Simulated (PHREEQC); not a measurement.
PHREEQC input (ion-association model, phreeqc.dat):

```
SOLUTION_SPECIES
  2 NO3- + 12 H+ + 10 e- = N2 + 6 H2O  # shut off: nitrate stays nitrate
    -log_k -100
    -delta_h 0
    -analytic -100
SOLUTION 1
  temp 25
  units mol/kgw
  pH 7 charge
END
SELECTED_OUTPUT 1
  -reset false
  -pH true
  -pe true
  -ionic_strength true
  -water true
  -totals Cd N Zn N(5) N(3) N(0) N(-3)
  -molalities H+ NO3- Zn+2 Cd+2 OH- O2 NO2- NH4+ NH3 ZnOH+
    Zn(OH)2 Zn(OH)3- Zn(OH)4-2 CdOH+ Cd(OH)2 Cd(OH)3- Cd(OH)4-2 Cd2OH+3 CdNO3+
  -equilibrium_phases Cd(OH)2 Zn(OH)2(e)
PRINT
  -reset false
USE solution 1
REACTION 1
  Zn(NO3)2 1
  0 0.0208 0.0417 0.0625 0.0833 0.104 0.125 0.146 0.167 0.188 0.208 0.229 0.25 moles
EQUILIBRIUM_PHASES 1
  Cd(OH)2 0 0.5
  Zn(OH)2(e) 0 0
  O2(g) -0.68 10
END
```

Selected output (columns that matter, 13 of 13 rows; Zn(NO3)2 added (mol) added in front):

```
Zn(NO3)2 added (mol)	pH	mu	Cd	N	Zn	m_H+	m_NO3-	m_Zn+2	m_Cd+2	m_OH-	m_CdNO3+	Cd(OH)2	Zn(OH)2(e)
0	9.3302	3.1817e-05	1.197e-05	0	0	4.7055e-10	0	0	1.0022e-05	2.1794e-05	0	0.49999	0
0.0208	7.8606	0.060685	0.020699	0.0416	0.00014705	1.6295e-08	0.040749	0.00013722	0.019756	9.1909e-07	0.00085142	0.4793	0.020653
0.0417	7.7579	0.11981	0.041488	0.0834	0.00028476	2.1347e-08	0.080744	0.00027302	0.038657	7.7364e-07	0.0026562	0.45851	0.041415
0.0625	7.6972	0.17734	0.062176	0.125	0.00042623	2.5028e-08	0.11988	0.00041312	0.056784	7.0122e-07	0.005119	0.43782	0.062074
0.0833	7.6522	0.23369	0.082858	0.1666	0.00057519	2.8138e-08	0.15843	0.00056095	0.0743	6.5183e-07	0.0081745	0.41714	0.082725
0.104	7.6155	0.28866	0.10343	0.208	0.00073253	3.0928e-08	0.19622	0.0007173	0.091153	6.1365e-07	0.011779	0.39657	0.10327
0.125	7.5834	0.34329	0.1243	0.25	0.00090252	3.3571e-08	0.234	0.00088639	0.10767	5.8151e-07	0.016002	0.3757	0.1241
0.146	7.5549	0.39679	0.14515	0.292	0.0010837	3.6089e-08	0.27121	0.0010668	0.12361	5.538e-07	0.020793	0.35485	0.14492
0.167	7.5289	0.44915	0.16599	0.334	0.0012767	3.8522e-08	0.30784	0.0012589	0.13896	5.2932e-07	0.026156	0.33401	0.16572
0.188	7.505	0.50035	0.18682	0.376	0.0014817	4.0894e-08	0.34391	0.0014633	0.15373	5.0736e-07	0.032092	0.31318	0.18652
0.208	7.4839	0.54805	0.20664	0.416	0.0016885	4.3108e-08	0.37772	0.0016694	0.16726	4.8834e-07	0.038278	0.29336	0.20631
0.229	7.463	0.59701	0.22744	0.458	0.0019177	4.5396e-08	0.41267	0.0018979	0.1809	4.7005e-07	0.045334	0.27256	0.22708
0.25	7.4433	0.64483	0.24823	0.5	0.0021594	4.7652e-08	0.44704	0.002139	0.19395	4.5324e-07	0.05296	0.25177	0.24784
```
